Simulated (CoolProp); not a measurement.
The numbers come from the reference Helmholtz-energy equation of state, Aleksandrov 2011 in CoolProp. It is a short technical equation, of lower accuracy than the large ones.

Task: Give the vapour pressure (MPa), liquid density (kg/m³), vapour density (kg/m³) of saturated n-undecane at 357.6 K.

Result: 
| T (K) | p (MPa) | liquid density (kg/m³) | vapour density (kg/m³) |
|---|---|---|---|
| 357.6 | 0.00217 | 691 | 0.114 |
